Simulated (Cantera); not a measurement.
What does this Cantera script print?

```python
import numpy as np
import cantera as ct

gas = ct.Solution("gri30.yaml")


def delay(T, t_max=10):
    gas.TPX = T, 570000, {'CO': 1, 'H2': 0.44, 'CH4': 0.053, 'O2': 1.42, 'N2': 9.54, 'CO2': 1.4}
    reactor = ct.IdealGasReactor(gas, clone=False)
    net = ct.ReactorNet([reactor])
    net.rtol, net.atol = 1e-8, 1e-16
    while net.time < t_max:
        t_old, T_old = net.time, reactor.T
        net.step()
        if reactor.T > T + 400:  # ignition: a rise of 400 K
            return t_old + (T + 400 - T_old) / (reactor.T - T_old) * (net.time - t_old)
    return np.nan


taus = []
for T in [998, 1098, 1198, 1298, 1398, 1498, 1598, 1698]:
    taus.append(delay(T))
    print(f"T0 = {T:6g} K   tau = {taus[-1]:.4e} s")
```

Output:

```
T0 =    998 K   tau = 1.0990e-02 s
T0 =   1098 K   tau = 7.7425e-04 s
T0 =   1198 K   tau = 8.3375e-05 s
T0 =   1298 K   tau = 2.8596e-05 s
T0 =   1398 K   tau = 1.7178e-05 s
T0 =   1498 K   tau = 1.3123e-05 s
T0 =   1598 K   tau = 1.1524e-05 s
T0 =   1698 K   tau = 1.1144e-05 s
```

Model: GRI-Mech 3.0 (53 species, 325 reactions), integrated in Cantera. Below about 1000 K GRI-Mech 3.0 lacks low-temperature oxidation paths. Where the delays flatten at high temperature, the 400 K rule measures the pace of heat release, not the induction time.
